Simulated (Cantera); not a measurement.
Cantera with NASA thermochemical tables; ideal gases at 1 bar, condensed phases pure. Values are per mole of reaction as written; species without (g) are pure solids or liquids, kept so even where they would boil at 1 bar.

2 Nb2O5 + N2(g) ⇌ 4 NbO2(g) + 2 NO(g), with ΔH° = 3181.5 kJ and ΔS° = 1046.4 J/K at 300 K.

Problem. How far is the shortcut ΔG° ≈ ΔH°(300 K) − T·ΔS°(300 K) from the full temperature-dependent value at 2550, 2575, 2600, 2625, 2650, 2675, 2700, 2725, 2750 K?

Solution. 
| T (K) | shortcut (kJ) | full (kJ) | difference (kJ) | difference in log10 K | condensed phases |
|---|---|---|---|---|---|
| 2550 | 513.1 | 881.7 | -368.6 | 7.55 | Nb2O5(l) |
| 2575 | 486.9 | 864.2 | -377.2 | 7.65 | Nb2O5(l) |
| 2600 | 460.8 | 846.7 | -385.9 | 7.75 | Nb2O5(l) |
| 2625 | 434.6 | 829.2 | -394.6 | 7.85 | Nb2O5(l) |
| 2650 | 408.5 | 811.8 | -403.4 | 7.95 | Nb2O5(l) |
| 2675 | 382.3 | 794.5 | -412.2 | 8.05 | Nb2O5(l) |
| 2700 | 356.1 | 777.2 | -421.1 | 8.15 | Nb2O5(l) |
| 2725 | 330.0 | 760.0 | -430.0 | 8.24 | Nb2O5(l) |
| 2750 | 303.8 | 742.8 | -438.9 | 8.34 | Nb2O5(l) |
The shortcut ignores heat capacities and the phase changes listed.
